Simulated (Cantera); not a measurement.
An adiabatic, constant-pressure homogeneous reactor starts with 9.16 % C₃H₈, 19.0 % O₂, 71.7 % N₂, 0.110 % H₂O, equivalence ratio 2.4, at 1650 K and 5.00 bar.

Cantera simulation using GRI-Mech 3.0 (53 species, 325 reactions); the numbers are that mechanism's predictions, not measurements. GRI-Mech 3.0 was tuned for natural gas; its chemistry of propane as a main component is partial and can be far from experiment.

Predict: time of steepest temperature rise; temperature at 0.200 s; equilibrium temperature; x(O₂) at 0.200 s; x(CO₂) at 0.200 s; x(NO) at 0.200 s; x(HCN) at 0.200 s.


- time of steepest temperature rise: 9.46 µs
- temperature at 0.200 s: 2540 K
- equilibrium temperature: 2540 K
- x(O₂) at 0.200 s: 1.23e-6 (gas-phase equilibrium 1.23e-6)
- x(CO₂) at 0.200 s: 0.0104 (gas-phase equilibrium 0.0104)
- x(NO) at 0.200 s: 4.89e-5 (gas-phase equilibrium 4.89e-5)
- x(HCN) at 0.200 s: 1.88e-6 (gas-phase equilibrium 1.88e-6)
